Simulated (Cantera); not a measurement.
A closed system holds: 1 mol CaO, 2.3 mol HCl, 0.23 mol O2, at 1.33 mbar.

Cantera equilibrium calculation (NASA polynomials, part measured and part estimated; ideal gas, pure solids and liquids). Candidate condensed phases: Ca, CaCl2, CaO, Ca(OH)2, H2O; 21 gas species. Mutual solubility and eutectic melting of coexisting phases are not modelled. Condensed phases not in the tables: oxide chlorides. Rates play no part.

log p: log10 of the partial pressure in bar; n: condensed amount in mol.

```
T (K)  log p H2O  log p HCl  log p CaCl2  log p O2  log p Cl  log p Cl2  n CaCl2(l)  n CaO(s)
-----  ---------  ---------  -----------  --------  --------  ---------  ----------  --------
1050       -3.06      -3.58        -6.89     -3.70     -6.39      -6.58       1.000         0
1075       -3.06      -3.58        -6.57     -3.70     -6.28      -6.64       1.000         0
1100       -3.06      -3.58        -6.26     -3.70     -6.17      -6.71       0.999         0
1125       -3.06      -3.59        -5.96     -3.70     -6.07      -6.77       0.999         0
1150       -3.07      -3.54        -5.68     -3.70     -5.93      -6.74       0.980    0.0178
1175       -3.10      -3.47        -5.41     -3.72     -5.75      -6.63       0.941    0.0543
1200       -3.13      -3.40        -5.16     -3.73     -5.59      -6.52       0.895    0.0962
1225       -3.17      -3.34        -4.91     -3.74     -5.42      -6.42       0.841     0.144
1250       -3.21      -3.28        -4.68     -3.76     -5.27      -6.33           …     0.197
1275       -3.26      -3.24        -4.45     -3.78     -5.12      -6.24           …     0.256
1300       -3.33      -3.20        -4.24     -3.81     -4.99      -6.16           …     0.321
1325       -3.40      -3.17        -4.03     -3.84     -4.85      -6.08           …     0.392
1350       -3.49      -3.15        -3.84     -3.88     -4.73      -6.02           …     0.470
1375       -3.61      -3.14        -3.65     -3.94     -4.61      -5.97           …     0.556
```

Problem. Fill in the missing entries.

Solution. 
- 1250, n CaCl2(l): 0.775
- 1275, n CaCl2(l): 0.696
- 1300, n CaCl2(l): 0.595
- 1325, n CaCl2(l): 0.464
- 1350, n CaCl2(l): 0.283
- 1375, n CaCl2(l): 0.0157
